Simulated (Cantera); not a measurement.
Feed: 1 mol c-C4F8, 0.34 mol HCl, at 2875 °C and 1.33 mbar.

These are equilibrium values from Cantera (NASA tables, ideal gas, pure condensed phases), not measurements of a reactor. Candidate condensed phases: C, C6H6, C7H8, C8H18; 118 gas species. The feed counts by its element totals alone. The numbers say what is thermodynamically allowed, not how fast it happens.

Base state: F 0.721, C3 0.0811, C 0.0620, CF 0.0475, Cl 0.0337, HF 0.0225, C2 0.0199, H 0.0111 (mole fractions); condensed: gas only.

**Question.** What changes in the equilibrium state with this change: pressure from 1.33 mbar to 10.0 mbar?

**Answer.** 
```json
[
 {"species": "F", "before": "0.721", "after": "0.701"},
 {"species": "CF", "before": "0.0475", "after": "0.0937"},
 {"species": "C3", "before": "0.0811", "after": "0.0902"},
 {"species": "C", "before": "0.0620", "after": "0.0168"},
 {"species": "CF2", "before": "0.000888", "after": "0.0128"},
 {"species": "H", "before": "0.0111", "after": "0.00230"},
 {"species": "C2", "before": "0.0199", "after": "0.0109"},
 {"species": "HF", "before": "0.0225", "after": "0.0339"},
 {"species": "Cl", "before": "0.0337", "after": "0.0363"},
 {"species": "C5", "before": "0.000412", "after": "0.00189"},
 {"species": "C4", "before": "0.000175", "after": "0.000395"},
 {"species": "HCl", "before": "1.24e-5", "after": "2.08e-5"},
 {"species": "C2H", "before": "3.97e-5", "after": "3.38e-5"}
]
```
